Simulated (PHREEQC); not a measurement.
0.32 g of hydrous ferric oxide (600 m²/g; 0.2 weak and 0.005 strong sites per Fe, Dzombak-Morel constants, diffuse double layer) in 1 kg of water with 0.01 mol/kgw of an inert sodium salt, at 25 °C; the pH is set by adding NaOH or the inert anion's acid. Oxygen is held at 0.21 atm. CO2 from the air is kept out. Nothing may precipitate in this run.

Base run: PHREEQC, ion-association model, wateq4f.dat. Each further column changes one thing. The table gives surface charge σ (C/m²).

| pH | base | background salt from 0.01 to 0.001 mol/kgw | oxide from 0.32 to 1.6 g/kgw | 0.00025 mol/kgw ZnCl2 added |
|---|---|---|---|---|
| 4 | 0.217 | 0.121 | 0.221 | 0.220 |
| 4.5 | 0.161 | 0.080 | 0.163 | 0.164 |
| 5 | 0.114 | 0.051 | 0.115 | 0.117 |
| 6 | 0.050 | 0.019 | 0.050 | 0.054 |
| 6.5 | 0.030 | 0.011 | 0.031 | 0.037 |
| 7 | 0.017 | 0.006 | 0.017 | 0.028 |
| 7.5 | 0.008 | 0.003 | 0.008 | 0.021 |
| 8.5 | -0.005 | -0.002 | -0.005 | 0.006 |
| 9 | -0.013 | -0.004 | -0.013 | 0.000 |
| 9.5 | -0.024 | -0.009 | -0.024 | -0.007 |
| 10 | -0.040 | ? | -0.041 | -0.015 |
| 11 | -0.099 | -0.055 | -0.101 | -0.045 |
| 11.5 | -0.151 | -0.108 | -0.153 | -0.074 |
| 12 | -0.229 | ? | -0.231 | ? |

**Question.** Complete the blanks.

**Answer.** 
- 10, background salt from 0.01 to 0.001 mol/kgw: -0.016
- 12, background salt from 0.01 to 0.001 mol/kgw: -0.201
- 12, 0.00025 mol/kgw ZnCl2 added: -0.132

 In at least one series the solution becomes supersaturated in solids that the run did not let form, among them Zn(OH)2-e.
